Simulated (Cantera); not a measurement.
Charge: 1 mol Pb, 6.5 mol H2, at 1 atm.

Method: chemical equilibrium by Gibbs-energy minimisation in Cantera with the NASA 1993 tables (ideal gas, pure condensed phases). Candidate condensed phases: Pb; 4 gas species. Kinetics and transport are ignored. All values below are at 1498 K.

Base state: H2 0.976, Pb 0.0238, H 1.69e-5 (mole fractions); condensed: Pb(l).

Question: What changes in the equilibrium state with this change: Pb replaced by HgO?

Answer: 
```csv
species,before,after
H2,0.976,0.733
H2O,0,0.133
Hg,0,0.133
Pb,0.0238,0
H,1.69e-5,1.46e-5
"Pb(l), mol",0.842,0
```
Further candidate phases: H2O, Hg, HgO.

Question: What changes in the equilibrium state with this change: Pb replaced by PbO?

Answer: 
```json
[
 {"species": "H2", "before": "0.976", "after": "0.826"},
 {"species": "H2O", "before": "0", "after": "0.150"},
 {"species": "Pb", "before": "0.0238", "after": "0.0238"},
 {"species": "H", "before": "1.69e-5", "after": "1.55e-5"},
 {"species": "Pb(l), mol", "before": "0.842", "after": "0.842"}
]
```
Further candidate phases: H2O, PbO, PbO2, Pb3O4.
